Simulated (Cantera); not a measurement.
A freely propagating, adiabatic, planar premixed flame of H2 : O2 : N2 = 1 : 0.357 : 1.5 (molar parts), equivalence ratio 1.4, unburnt at 675 K and 100.0 Torr; mixture-averaged transport, grid criteria slope 0.08 and curve 0.16, no radiation.

Detailed kinetics in Cantera: the H2/O2 subset of GRI-Mech 3.0, which has no nitrogen chemistry. Burning velocities carry a grid error of a few per cent, more on coarse grids.

What does this change do: inlet temperature 675 to 350 K?


| quantity | before | after |
|---|---|---|
| laminar burning velocity | 795 cm/s | 270 cm/s |
| thermal thickness | 7.06 mm | 5.45 mm |
| peak x(H) | 0.121 | 0.0975 |
| peak x(O) | 0.00992 | 0.00703 |
| peak x(HO2) | 3.27e-5 | 0.000115 |
